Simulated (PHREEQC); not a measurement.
# City or well water: an equilibrium model

Model water analysis in mmol/kgw, 25 °C, pH 7.33, pe 8.1:

```json
[
 {"constituent": "Na", "mmol/kgw": "0.0731"},
 {"constituent": "K", "mmol/kgw": "0.0116"},
 {"constituent": "Ca", "mmol/kgw": "0.292"},
 {"constituent": "Mg", "mmol/kgw": "0.186"},
 {"constituent": "Cl", "mmol/kgw": "0.274"},
 {"constituent": "S(6)", "mmol/kgw": "0.169"},
 {"constituent": "Alkalinity (meq/kgw)", "mmol/kgw": "0.415"},
 {"constituent": "Sr", "mmol/kgw": "0.00111"},
 {"constituent": "Zn", "mmol/kgw": "0.0034"}
]
```

Valence states are taken as typed.

Model: ion-association model, wateq4f.dat, run in PHREEQC.

The ionic strength comes out as 0.00164 mol/kgw. The charge-balance error is 1.1 %.

```
species  molality  activity   log γ
-------  --------  --------  ------
HCO3-    0.000411  0.000393  -0.019
Ca+2     0.000284  0.000238  -0.077
Cl-      0.000274  0.000262  -0.020
Mg+2     0.000180  0.000151  -0.077
SO4-2    0.000158  0.000132  -0.078
Na+       7.30e-5   6.98e-5  -0.019
CO2       4.13e-5   4.13e-5   0.000
K+        1.16e-5   1.11e-5  -0.020
```

This is a speciation only: nothing precipitates in the calculation.
